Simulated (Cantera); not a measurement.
A freely propagating, adiabatic, planar premixed flame of 12.0 % CH4, 18.5 % O2, 69.5 % N2, unburnt at 375 K and 0.520 bar; multicomponent+Soret transport, grid criteria slope 0.08 and curve 0.16, no radiation.

Model: GRI-Mech 3.0 (53 species, 325 reactions), integrated in Cantera. Burning velocities carry a grid error of a few per cent, more on coarse grids.

**Question.** Predict: laminar burning velocity; thermal thickness; peak x(HCN); peak x(H); peak x(CH2CO).

**Answer.** 
| Quantity | Value |
|---|---|
| laminar burning velocity | 48.6 cm/s |
| thermal thickness | 0.824 mm |
| peak x(HCN) | 2.33e-5 |
| peak x(H) | 0.00968 |
| peak x(CH2CO) | 0.000209 |
